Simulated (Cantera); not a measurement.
Cantera run:

```python
import numpy as np
import cantera as ct

gas_names = [...]  # 140 gases of nasa_gas.yaml made of C, Fe, H, N, O
cond_names = """
    C(gr) C6H6(L) C7H8(L) C8H18(L),n-octa Fe(a) Fe(c) Fe(d) Fe(L) FeC5O5(L) FeO(s) FeO(L) Fe(OH)2(s)
    Fe(OH)3(s) Fe2O3(s) Fe3O4(s) H2O(s) H2O(L)
""".split()


# ... load() reads the species with a 1 bar reference pressure and builds the phases ...
atoms = {
    'Fe3O4': {'Fe': 3, 'O': 4},
    'CH4': {'C': 1, 'H': 4},
    'N2': {'N': 2},
}
top_T = {'C(gr)': 4500, 'Fe2O3(s)': 1830, 'Fe3O4(s)': 1870}  # K; cautious upper limits of use, not melting points


# ... equilibrate(T, P, feed) seeds the gas with the atoms and calls Mixture.equilibrate('TP', solver="vcs", rtol=1e-11, max_steps=5000) ...
results = []
feed = {'Fe3O4': 1, 'CH4': 0.58, 'N2': 3.7}  # mol
P = 1333.22  # Pa
for T in [1123, 1273, 1423, 1573, 1723, 1873, 2023, 2173, 2323, 2473]:
    mix = equilibrate(T, P, feed)
    results.append((T, P, feed, dict(zip(mix.species_names, mix.species_moles))))
    x = sorted(zip(gas.X, gas.species_names), reverse=True)
    print(f"T = {T:g} K  P = {P:g} Pa  gas = {mix.phase_moles(0):.4g} mol")
    print("   x: " + "  ".join(f"{s} {v:.3e}" for v, s in x if v > 1e-06))
    print("   condensed (mol): " + ("  ".join(f"{mix.phase(i).name} {mix.phase_moles(i):.4g}"
          for i in range(1, mix.n_phases) if mix.phase_moles(i) > 1e-12) or "none"))
```

Result:

```
T = 1123 K  P = 1333.22 Pa  gas = 5.44 mol
   x: N2 6.801e-01  H2 1.606e-01  CO 8.203e-02  H2O 5.262e-02  CO2 2.459e-02
   condensed (mol): FeO(s) 3
T = 1273 K  P = 1333.22 Pa  gas = 5.44 mol
   x: N2 6.801e-01  H2 1.555e-01  CO 8.710e-02  H2O 5.769e-02  CO2 1.952e-02  H 2.436e-06
   condensed (mol): FeO(s) 3
T = 1423 K  P = 1333.22 Pa  gas = 5.44 mol
   x: N2 6.801e-01  H2 1.521e-01  CO 9.055e-02  H2O 6.114e-02  CO2 1.606e-02  H 2.243e-05  Fe 1.917e-06
   condensed (mol): FeO(s) 3
T = 1573 K  P = 1333.22 Pa  gas = 5.441 mol
   x: N2 6.801e-01  H2 1.472e-01  CO 9.232e-02  H2O 6.591e-02  CO2 1.429e-02  H 1.351e-04  Fe 4.931e-05  OH 2.184e-06  Fe(OH)2 1.993e-06
   condensed (mol): Fe(c) 0.01609  FeO(s) 2.984
T = 1723 K  P = 1333.22 Pa  gas = 5.445 mol
   x: N2 6.795e-01  H2 1.451e-01  CO 9.404e-02  H2O 6.760e-02  CO2 1.248e-02  Fe 6.845e-04  H 6.016e-04  OH 1.536e-05  Fe(OH)2 6.193e-06  FeO 2.930e-06
   condensed (mol): Fe(d) 0.01244  FeO(L) 2.984
T = 1873 K  P = 1333.22 Pa  gas = 5.476 mol
   x: N2 6.757e-01  H2 1.403e-01  CO 9.437e-02  H2O 7.048e-02  CO2 1.155e-02  Fe 5.427e-03  H 2.093e-03  OH 8.166e-05  FeO 3.925e-05  Fe(OH)2 1.509e-05  NO 4.804e-06
   condensed (mol): FeO(L) 2.97
T = 2023 K  P = 1333.22 Pa  gas = 5.591 mol
   x: N2 6.618e-01  H2 1.198e-01  CO 9.012e-02  H2O 8.455e-02  Fe 2.356e-02  CO2 1.362e-02  H 5.694e-03  OH 4.184e-04  FeO 3.502e-04  Fe(OH)2 3.696e-05  NO 3.413e-05  O 1.445e-05  O2 4.383e-06
   condensed (mol): FeO(L) 2.866
T = 2173 K  P = 1333.22 Pa  gas = 5.844 mol
   x: N2 6.330e-01  H2O 1.084e-01  H2 8.292e-02  CO 7.928e-02  Fe 5.940e-02  CO2 1.996e-02  H 1.203e-02  FeO 2.267e-03  OH 2.106e-03  NO 2.527e-04  O 2.143e-04  O2 1.185e-04  Fe(OH)2 8.696e-05
   condensed (mol): FeO(L) 2.639
T = 2323 K  P = 1333.22 Pa  gas = 6.323 mol
   x: N2 5.843e-01  H2O 1.236e-01  Fe 1.070e-01  CO 6.188e-02  H2 4.514e-02  CO2 2.984e-02  H 2.004e-02  FeO 1.135e-02  OH 9.121e-03  O2 3.139e-03  O 2.751e-03  NO 1.732e-03  Fe(OH)2 1.669e-04
   condensed (mol): FeO(L) 2.25
T = 2473 K  P = 1333.22 Pa  gas = 8.325 mol
   x: N2 4.408e-01  Fe 2.075e-01  H2O 9.223e-02  FeO 4.608e-02  O2 4.087e-02  CO 4.023e-02  CO2 2.944e-02  H 2.771e-02  OH 2.493e-02  O 2.218e-02  H2 2.059e-02  NO 7.231e-03  Fe(OH)2 1.956e-04  N 1.305e-06  HO2 1.278e-06
   condensed (mol): FeO(L) 0.8872
```

Cantera equilibrium calculation (NASA polynomials, part measured and part estimated; ideal gas, pure solids and liquids). Mutual solubility and eutectic melting of coexisting phases are not modelled. The tables' stoichiometric FeO is somewhat more stable than real wüstite, so its field is too wide. FeO: taken at fixed stoichiometry.
